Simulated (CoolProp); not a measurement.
The numbers come from the reference Helmholtz-energy equation of state, McLinden 2020 in CoolProp.

### Question
Give the vapour pressure (bar), liquid density (kg/m³), vapour density (kg/m³), liquid cp (kJ/(kg K)) of saturated R1336mzz(Z) at 288.2, 298 K.

### Answer
```csv
T (K),p (bar),liquid density (kg/m³),vapour density (kg/m³),liquid cp (kJ/(kg K))
288.2,0.490,1390,3.46,1.20
298,0.731,1370,5.05,1.22
```
